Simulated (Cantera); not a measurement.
A Cantera script and what it prints.

```python
import numpy as np
import cantera as ct

gas_names = [...]  # 109 gases of nasa_gas.yaml made of C, Cl, H, Si
cond_names = """
    C(gr) C6H6(L) C7H8(L) C8H18(L),n-octa Si(cr) Si(L) SiC(b)
""".split()


# ... load() reads the species with a 1 bar reference pressure and builds the phases ...
atoms = {
    'CH3Cl': {'C': 1, 'H': 3, 'CL': 1},
    'H2': {'H': 2},
    'Si': {'Si': 1},
}
top_T = {'C(gr)': 4500, 'SiC(b)': 3050}  # K; cautious upper limits of use, not melting points


# ... equilibrate(T, P, feed) seeds the gas with the atoms and calls Mixture.equilibrate('TP', solver="vcs", rtol=1e-11, max_steps=5000) ...
results = []
feed = {'CH3Cl': 1, 'H2': 0.36, 'Si': 0.028}  # mol
T = 1900  # K
for P in [1, 3.6, 13, 46, 170, 600, 2200, 7700, 28000, 100000]:
    mix = equilibrate(T, P, feed)
    results.append((T, P, feed, dict(zip(mix.species_names, mix.species_moles))))

top = {s: max(r[3][s] / sum(r[3][g] for g in gas_names) for r in results) for s in gas_names}
cols = sorted((s for s in top if top[s] > 0.0001), key=lambda s: -top[s])[:6]
seen = [c for c in cond_names if any(r[3].get(c, 0) > 1e-12 for r in results)]
print("log10 of partial pressures in bar; condensed amounts in mol")
print(f"{'P/Pa':>10s}" + "".join(f"{s[:9]:>10s}" for s in cols + seen))
for T, P, feed, n in results:
    ng = sum(n[g] for g in gas_names)
    print(f"{P:10.4g}" + "".join(f"{np.log10(max(n[s] / ng * P / 1e5, 1e-99)):10.3f}" for s in cols)
          + "".join(f"{n.get(c, 0):10.4g}" for c in seen))
```

Result:

```
log10 of partial pressures in bar; condensed amounts in mol
      P/Pa        H2       HCL         H        CL     SiCL2        Si     C(gr)
         1    -5.339    -5.548    -5.770    -6.101    -7.581    -7.155     0.998
       3.6    -4.732    -4.922    -5.466    -5.779    -6.637    -6.856    0.9984
        13    -4.146    -4.328    -5.173    -5.477    -5.909    -6.731    0.9988
        46    -3.583    -3.759    -4.892    -5.190    -5.301    -6.697    0.9989
       170    -3.008    -3.180    -4.604    -4.899    -4.713    -6.692    0.9989
       600    -2.457    -2.627    -4.329    -4.621    -4.160    -6.695    0.9989
      2200    -1.890    -2.059    -4.046    -4.337    -3.598    -6.701    0.9989
      7700    -1.345    -1.514    -3.773    -4.064    -3.063    -6.712    0.9989
   2.8e+04    -0.783    -0.953    -3.492    -3.784    -2.524    -6.733    0.9988
     1e+05    -0.230    -0.401    -3.215    -3.508    -2.017    -6.777    0.9985
```

Equilibrium computed with Cantera from the NASA thermochemical tables; the gas is ideal and each condensed phase is pure. The tables' values for SiCl3, SiCl are old estimates; treat these amounts as uncertain.
